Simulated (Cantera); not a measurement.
An isothermal, constant-pressure homogeneous reactor starts with CH4 : H2O : H2 = 1 : 0.45 : 0.8 (molar parts), at 2198 K and 760 Torr.

Model: GRI-Mech 3.0 (53 species, 325 reactions), integrated in Cantera. GRI-Mech 3.0 stops at C3 and has no aromatics, soot or wall deposition, so with more carbon than oxygen in the feed, carbon stays in small species such as C2H2 where larger ones or solid carbon would form.

One state of this run: x CH4 = 0.0184; x H2O = 0.115; x H2 = 0.706; x C2H6 = 7.08e-6; x CH2O = 4.69e-6. x: mole fraction; the columns are a selection and need not sum to one.

Question: Which value of t (s) does it belong to?
A) 0.00143
B) 15.9
C) 0.000378
D) 1.11

Answer: C, 0.000378
